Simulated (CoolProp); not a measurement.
Vapour-liquid equilibrium of R125 (1) + R115 (2) at 186.3 K; x and y are mole fractions of (1).

Computed with CoolProp (multi-fluid Helmholtz-energy mixture model, Lemmon 2005 and Lemmon 2016; pair parameters Bell 2016).

Q: Give the bubble pressure and the first vapour's composition at x = 0.425, 0.725, 0.8. Is there an azeotrope?

A: x = 0.425: 0.009913 MPa, y = 0.565; x = 0.725: 0.01031 MPa, y = 0.714; x = 0.8: 0.01024 MPa, y = 0.763. y crosses x between x = 0.65 and 0.725: the model has an azeotrope there.

The pair parameters rest on a limited set of measurements; away from them the model extrapolates.
